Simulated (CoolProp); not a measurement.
Vapour-liquid equilibrium of nitrogen (1) + oxygen (2) at 13.3 bar; x and y are mole fractions of (1).

Values from CoolProp's multi-fluid Helmholtz-energy mixture model, Span 2000 and Schmidt 1985; pair parameters Gernert 2013.

Task: Give the bubble temperature and the first vapour's composition at x = 0.25, 0.55, 0.95. Is there an azeotrope?

Result: x = 0.25: -154.0 °C, y = 0.403; x = 0.55: -159.0 °C, y = 0.705; x = 0.95: -164.2 °C, y = 0.973. No azeotrope shows between x = 0.05 and 0.95.

The pair parameters rest on a limited set of measurements; away from them the model extrapolates. The gap from Raoult's law changes sign with composition, which may be real or a fault of the pair parameters; it wasn't checked against measurements.
